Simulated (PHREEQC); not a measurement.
Solution (75 °C): 0.018 mol AgNO3, 0.003 mol HNO3 and 0.048 mol Zn(NO3)2 per kg of water. Closed to the air; pH follows from the charge balance.

All values are PHREEQC results (ion-association model, wateq4f.dat), not measurements.

* **pH**: 2.62
* **ionic strength**: 0.165 mol/kgw
* **total alkalinity**: -3.00 meq/kg

| species | molality | activity | log γ |
|---|---|---|---|
| NO3- | 0.117 | 0.0802 | -0.162 |
| Zn+2 | 0.0480 | 0.0151 | -0.503 |
| Ag+ | 0.0175 | 0.0128 | -0.135 |
| H+ | 0.00300 | 0.00237 | -0.103 |
| AgNO3 | 0.000507 | 0.000527 | 0.016 |
| ZnOH+ | 2.44e-7 | 1.79e-7 | -0.135 |

Precipitation was switched off in this run. At this temperature some constants are extrapolated from 25 °C, and those without enthalpy data are left unchanged.
